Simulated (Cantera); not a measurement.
Mixture: CH4 : O2 : N2 = 1 : 1.82 : 6.84 (molar parts), equivalence ratio 1.1, at 9.87 atm, adiabatic and at constant volume. Ignition delay is the time to a rise of 400 K.

Cantera simulation using GRI-Mech 3.0 (53 species, 325 reactions); the numbers are that mechanism's predictions, not measurements.

Task: What does this change do: constant pressure in place of constant volume?

Result: 
| quantity | before | after |
|---|---|---|
| delay at 1250 K | 2.57 ms | 2.72 ms |
| delay at 1300 K | 1.44 ms | 1.54 ms |
| delay at 1350 K | 0.831 ms | 0.887 ms |
| delay at 1400 K | 0.489 ms | 0.525 ms |
| delay at 1450 K | 0.294 ms | 0.317 ms |
| delay at 1500 K | 0.181 ms | 0.195 ms |
| delay at 1550 K | 0.113 ms | 0.122 ms |
| apparent activation energy between 1450 and 1550 K | 180 kJ/mol | 180 kJ/mol |

Task: What does this change do: pressure from 9.87 atm to 0.671 atm?

Result: 
| quantity | before | after |
|---|---|---|
| delay at 1250 K | 2.57 ms | 31.1 ms |
| delay at 1300 K | 1.44 ms | 15.8 ms |
| delay at 1350 K | 0.831 ms | 8.32 ms |
| delay at 1400 K | 0.489 ms | 4.56 ms |
| delay at 1450 K | 0.294 ms | 2.60 ms |
| delay at 1500 K | 0.181 ms | 1.54 ms |
| delay at 1550 K | 0.113 ms | 0.959 ms |
| apparent activation energy between 1450 and 1550 K | 180 kJ/mol | 190 kJ/mol |

Task: What does this change do: 0.029 parts C2H6 added?

Result: 
```csv
quantity,before,after
delay at 1250 K,2.57 ms,1.41 ms
delay at 1300 K,1.44 ms,0.830 ms
delay at 1350 K,0.831 ms,0.494 ms
delay at 1400 K,0.489 ms,0.297 ms
delay at 1450 K,0.294 ms,0.180 ms
delay at 1500 K,0.181 ms,0.111 ms
delay at 1550 K,0.113 ms,69.6 µs
apparent activation energy between 1450 and 1550 K,180 kJ/mol,180 kJ/mol
```
